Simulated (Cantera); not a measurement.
Mixture: 2.81 % C3H8, 20.4 % O2, 76.8 % N2, at 1000000 Pa, adiabatic and at constant pressure. Ignition delay is the time to a rise of 400 K.

Computed with Cantera and GRI-Mech 3.0 (53 species, 325 reactions). GRI-Mech 3.0 was tuned for natural gas; its chemistry of propane as a main component is partial and can be far from experiment.

Q: Predict: delay at 1150 K; delay at 1350 K; delay at 1550 K; delay at 1750 K; apparent activation energy between 1650 and 1850 K.

A: 
| Property | Result |
|---|---|
| delay at 1150 K | 3.92 ms |
| delay at 1350 K | 0.134 ms |
| delay at 1550 K | 12.2 µs |
| delay at 1750 K | 2.82 µs |
| apparent activation energy between 1650 and 1850 K | 140 kJ/mol |
